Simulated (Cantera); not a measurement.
A closed system holds: 1 mol MgO, 3.8 mol CO, 3.7 mol H2, equilibrated at 7.50 Torr.

Equilibrium computed with Cantera from the NASA thermochemical tables; the gas is ideal and each condensed phase is pure. Candidate condensed phases: C, C6H6, C7H8, C8H18, H2O, Mg, MgCO3, MgO, Mg(OH)2; 116 gas species. Kinetics and transport are ignored.

Question: What share of the Mg ends up in condensed phases as a function of T (K), at 800, 950, 1100, 1250, 1400, 1550, 1700, 1850, 2000, 2150, 2300?

Answer: 
```tsv
T (K)	Mg condensed (%)	as
800	100.0	MgO(s)
950	100.0	MgO(s)
1100	100.0	MgO(s)
1250	100.0	MgO(s)
1400	100.0	MgO(s)
1550	99.6	MgO(s)
1700	98.1	MgO(s)
1850	92.8	MgO(s)
2000	77.4	MgO(s)
2150	40.3	MgO(s)
2300	0.0	-
```
